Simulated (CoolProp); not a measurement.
Vapour-liquid equilibrium of n-pentane (1) + acetone (2) at 309.4 K; x and y are mole fractions of (1).

The numbers come from the multi-fluid Helmholtz-energy mixture model, Thol 2019 and Lemmon 2006; pair parameters Bell 2016 in CoolProp.

**Question.** Give the bubble pressure and the first vapour's composition at x = 0.2, 0.65, 0.725. Is there an azeotrope?

**Answer.** x = 0.2: 0.9707 bar, y = 0.561; x = 0.65: 1.148 bar, y = 0.706; x = 0.725: 1.152 bar, y = 0.730. y crosses x between x = 0.725 and 0.8: the model has an azeotrope there.

Pair parameters are fitted to limited data, so mixtures are less certain than the pure fluids. With so large a gap from Raoult's law the liquid may split in two, which this calculation doesn't test in full.
